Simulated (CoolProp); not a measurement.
Ammonia at 367.84 K and 4.04 MPa is compressed adiabatically to 6.89 MPa with isentropic efficiency 0.75. Each further row changes one setting.

Values from CoolProp's reference Helmholtz-energy equation of state, Gao 2020.

| case | work (kJ/kg) | final temperature (K) | final density (kg/m³) |
|---|---|---|---|
| as stated | 104 | 422.4 | 43.0 |
| efficiency 1 | 78.2 | 415.8 | 44.7 |
| efficiency 0.65 | 120 | 426.7 | 42.0 |
